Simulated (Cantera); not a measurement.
Cantera run, input and output.

```python
import numpy as np
import cantera as ct

gas = ct.Solution("gri30.yaml")
gas.TPX = 923, 100000, {'CH2O': 0.011, 'O2': 0.0027, 'N2': 1}
reactor = ct.IdealGasConstPressureReactor(gas, energy="off", clone=False)
net = ct.ReactorNet([reactor])
net.rtol, net.atol = 1e-08, 1e-18
show = ['CH2O', 'O2', 'HCN', 'HCO', 'N2O']
times = np.geomspace(0.0009, 7, 15)

steps = ct.SolutionArray(gas, extra=["t"])
rows = []
print(f"{'t/s':>10s}{'T/K':>9s}{'P/Pa':>11s}" + "".join(f"{s:>11s}" for s in show))
for t in times:
    while net.time < t:
        t_next = net.step()
        steps.append(gas.state, t=t_next)
    rows.append([np.interp(t, steps.t, y) for y in (steps.T, steps.P, *steps(*show).X.T)])
    print(f"{t:10.3e}{rows[-1][0]:9.1f}{rows[-1][1]:11.4g}" + "".join(f"{x:11.3e}" for x in rows[-1][2:]))
rate = np.gradient(steps.T, steps.t)
print("integrator steps:", len(steps.t))
if steps.T.max() > steps.T[0] + 200:
    print(f"time of steepest temperature rise: {steps.t[rate.argmax()]:.4e} s")
gas.TPX = 923, 100000, {'CH2O': 0.011, 'O2': 0.0027, 'N2': 1}
gas.equilibrate("TP")
print(f"equilibrium (TP): T = {gas.T:.1f} K  " + "  ".join(f"{s} {gas[s].X[0]:.3e}" for s in show))
```

It prints:

```
       t/s      T/K       P/Pa       CH2O         O2        HCN        HCO        N2O
 9.000e-04    923.0      1e+05  1.085e-02  2.663e-03  3.782e-25  9.286e-11  3.604e-16
 1.707e-03    923.0      1e+05  1.085e-02  2.663e-03  1.033e-24  1.491e-10  1.304e-15
 3.237e-03    923.0      1e+05  1.085e-02  2.663e-03  3.163e-24  2.672e-10  4.791e-15
 6.138e-03    923.0      1e+05  1.085e-02  2.663e-03  1.108e-23  5.588e-10  1.846e-14
 1.164e-02    923.0      1e+05  1.085e-02  2.661e-03  4.965e-23  1.603e-09  8.366e-14
 2.207e-02    923.0      1e+05  1.082e-02  2.644e-03  5.795e-22  8.341e-09  5.886e-13
 4.186e-02    923.0      1e+05  1.049e-02  2.466e-03  1.209e-19  5.200e-08  6.025e-12
 7.937e-02    923.0      1e+05  7.853e-03  1.390e-03  5.212e-17  2.596e-07  3.773e-11
 1.505e-01    923.0      1e+05  3.197e-09  1.778e-04  1.994e-12  4.007e-09  1.732e-10
 2.854e-01    923.0      1e+05  3.511e-10  8.427e-05  2.012e-12  2.387e-09  3.636e-10
 5.413e-01    923.0      1e+05  2.146e-10  3.953e-05  2.020e-12  1.263e-09  4.239e-10
 1.026e+00    923.0      1e+05  1.363e-10  1.873e-05  2.026e-12  6.700e-10  4.244e-10
 1.947e+00    923.0      1e+05  9.134e-11  8.711e-06  2.030e-12  3.696e-10  3.996e-10
 3.691e+00    923.0      1e+05  6.542e-11  3.831e-06  2.031e-12  2.099e-10  3.632e-10
 7.000e+00    923.0      1e+05  5.092e-11  1.557e-06  2.032e-12  1.189e-10  3.219e-10
integrator steps: 1799
equilibrium (TP): T = 923.0 K  CH2O 3.793e-11  O2 2.614e-24  HCN 1.126e-08  HCO 1.089e-14  N2O 4.935e-21
```

Model: GRI-Mech 3.0 (53 species, 325 reactions), integrated in Cantera. Below about 1000 K GRI-Mech 3.0 lacks low-temperature oxidation paths.
